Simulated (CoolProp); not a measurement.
Saturation properties of neopentane.

The numbers come from the reference Helmholtz-energy equation of state, Lemmon 2006 in CoolProp. It is a short technical equation, of lower accuracy than the large ones.

```csv
T (K),p (MPa),liquid density (kg/m³),vapour Z,surface tension (mN/m)
277,0.08223,607.1,0.9615,13.0
280.7,0.09437,603.2,0.9576,12.7
284.4,0.1079,599.3,0.9534,12.3
288.2,0.1232,595.3,0.9489,11.9
291.9,0.1398,591.3,0.9442,11.5
295.6,0.1579,587.2,0.9392,11.2
299.4,0.1784,583.0,0.9338,10.8
303.1,0.2003,578.9,0.9282,10.5
306.9,0.2248,574.6,0.9222,10.1
310.6,0.2507,570.3,0.9160,9.73
314.3,0.2789,566.0,0.9095,9.38
318.1,0.3102,561.5,0.9026,9.02
```

It boils at 282.7 K under 1 atm.

Surface tension comes from a separate correlation (Mulero 2014).
